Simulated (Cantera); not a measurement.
Mixture: 5.56 % CH3OH, 19.9 % O2, 74.6 % N2, equivalence ratio 0.42, at 10.0 bar, adiabatic and at constant volume. Ignition delay is the time to a rise of 400 K.

Model: GRI-Mech 3.0 (53 species, 325 reactions), integrated in Cantera. GRI-Mech 3.0 was tuned for natural gas; its chemistry of methanol as a main component is partial and can be far from experiment.

Problem. Predict: delay at 1275 K; delay at 1375 K; delay at 1475 K; delay at 1575 K; delay at 1675 K; delay at 1775 K; delay at 1875 K; apparent activation energy between 1675 and 1875 K.

Solution. 
- delay at 1275 K = 0.541 ms
- delay at 1375 K = 0.143 ms
- delay at 1475 K = 47.8 µs
- delay at 1575 K = 19.4 µs
- delay at 1675 K = 9.09 µs
- delay at 1775 K = 4.70 µs
- delay at 1875 K = 2.62 µs
- apparent activation energy between 1675 and 1875 K = 160 kJ/mol
